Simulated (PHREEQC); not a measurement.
1 kg of water holding 0.46 mol K2CO3, 0.034 mol K2SO4 and 0.15 mol KCl is evaporated at 25 °C; the solids stay in contact with the brine. CO2 is held at log p = -3.4 (atm). Solids allowed: Arcanite, Kalicinite, Misenite, Sylvite. Others were left out.

The series has 24 steps of water left (kg), from 0.9988 to 0.003034.

Model: Pitzer model, pitzer.dat, run in PHREEQC.

Problem. Which solids form, in which order, and at which step of the series does each first stand?

Solution. Arcanite from water left = 0.2527 kg (pH 10.46); Kalicinite from water left = 0.09394 kg (pH 10.95); Sylvite from water left = 0.09394 kg (pH 10.95).
